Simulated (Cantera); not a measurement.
Input (Python, Cantera) and output of one run.

```python
import numpy as np
import cantera as ct

gas_names = [...]  # 123 gases of nasa_gas.yaml made of C, H, O, Si
cond_names = """
    C(gr) C6H6(L) C7H8(L) C8H18(L),n-octa H2O(s) H2O(L) Si(cr) Si(L) SiC(b) SiO2(Lqz) SiO2(hqz) SiO2(L)
""".split()


# ... load() reads the species with a 1 bar reference pressure and builds the phases ...
atoms = {
    'HMDSO': {'Si': 2, 'C': 6, 'H': 18, 'O': 1},
    'H2O': {'H': 2, 'O': 1},
    'H2': {'H': 2},
}
top_T = {'C(gr)': 4500, 'SiC(b)': 3050}  # K; cautious upper limits of use, not melting points


# ... equilibrate(T, P, feed) seeds the gas with the atoms and calls Mixture.equilibrate('TP', solver="vcs", rtol=1e-11, max_steps=5000) ...
results = []
T = 1998  # K
P = 45  # Pa
for m in [0.18, 0.29, 0.48, 0.77, 1.3, 2, 3.3, 5.4]:
    feed = {'HMDSO': 1, 'H2O': m, 'H2': 11}  # mol
    mix = equilibrate(T, P, feed)
    results.append((T, P, feed, dict(zip(mix.species_names, mix.species_moles))))
    x = sorted(zip(gas.X, gas.species_names), reverse=True)
    print(f"T = {T:g} K  P = {P:g} Pa  n(H2O) = {m:g} mol  gas = {mix.phase_moles(0):.4g} mol")
    print("   x: " + "  ".join(f"{s} {v:.3e}" for v, s in x if v > 0.001))
    print("   condensed (mol): " + ("  ".join(f"{mix.phase(i).name} {mix.phase_moles(i):.4g}"
          for i in range(1, mix.n_phases) if mix.phase_moles(i) > 1e-12) or "none"))
```

Result:

```
T = 1998 K  P = 45 Pa  n(H2O) = 0.18 mol  gas = 22.27 mol
   x: H2 8.702e-01  H 7.054e-02  CO 5.250e-02  Si 5.144e-03
   condensed (mol): C(gr) 2.927  SiC(b) 1.862
T = 1998 K  P = 45 Pa  n(H2O) = 0.29 mol  gas = 22.5 mol
   x: H2 8.661e-01  H 7.037e-02  CO 5.682e-02  Si 5.144e-03
   condensed (mol): C(gr) 2.82  SiC(b) 1.86
T = 1998 K  P = 45 Pa  n(H2O) = 0.48 mol  gas = 22.89 mol
   x: H2 8.590e-01  H 7.009e-02  CO 6.407e-02  Si 5.144e-03
   condensed (mol): C(gr) 2.635  SiC(b) 1.856
T = 1998 K  P = 45 Pa  n(H2O) = 0.77 mol  gas = 23.49 mol
   x: H2 8.488e-01  CO 7.467e-02  H 6.967e-02  Si 5.144e-03
   condensed (mol): C(gr) 2.353  SiC(b) 1.85
T = 1998 K  P = 45 Pa  n(H2O) = 1.3 mol  gas = 24.58 mol
   x: H2 8.313e-01  CO 9.270e-02  H 6.895e-02  Si 5.144e-03
   condensed (mol): C(gr) 1.838  SiC(b) 1.838
T = 1998 K  P = 45 Pa  n(H2O) = 2 mol  gas = 26.03 mol
   x: H2 8.105e-01  CO 1.142e-01  H 6.808e-02  Si 5.144e-03  SiO 1.059e-03
   condensed (mol): C(gr) 1.157  SiC(b) 1.824
T = 1998 K  P = 45 Pa  n(H2O) = 3.3 mol  gas = 28.76 mol
   x: H2 7.765e-01  CO 1.473e-01  H 6.663e-02  Si 6.577e-03  SiO 2.232e-03
   condensed (mol): SiC(b) 1.729
T = 1998 K  P = 45 Pa  n(H2O) = 5.4 mol  gas = 33.6 mol
   x: H2 7.235e-01  CO 1.655e-01  H 6.432e-02  SiO 2.493e-02  Si 2.074e-02
   condensed (mol): SiC(b) 0.4131
```

Equilibrium computed with Cantera from the NASA thermochemical tables; the gas is ideal and each condensed phase is pure. The feed counts by its element totals alone. Gases not in the tables: Si2H6 and higher silanes.
